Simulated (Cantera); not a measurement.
A freely propagating, adiabatic, planar premixed flame of H2 : O2 : N2 : H2O = 1 : 0.172 : 0.648 : 0.53 (molar parts), equivalence ratio 2.9, unburnt at 675 K and 76000 Pa; mixture-averaged transport, grid criteria slope 0.08 and curve 0.16, no radiation.

Detailed kinetics in Cantera: the H2/O2 subset of GRI-Mech 3.0, which has no nitrogen chemistry. Burning velocities carry a grid error of a few per cent, more on coarse grids.

Task: Predict: laminar burning velocity; thermal thickness; peak x(OH); peak x(HO2); peak x(O).

Result: 
* **laminar burning velocity**: 611 cm/s
* **thermal thickness**: 0.638 mm
* **peak x(OH)**: 0.00139
* **peak x(HO2)**: 0.000256
* **peak x(O)**: 0.000858
